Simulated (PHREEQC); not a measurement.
Solution (25 °C): 2.5 mmol/kgw H2SO4 and 0.005 mmol/kgw H4SiO4. Closed to the air; pH follows from the charge balance.

The numbers come from PHREEQC with the ion-association model, wateq4f.dat.

Precipitation was switched off in this run.

Question: What pH does the model give?

Answer: pH 2.39.

Question: In which forms is S present?

Answer: SO4-2 76 %, HSO4- 24 % of the S.
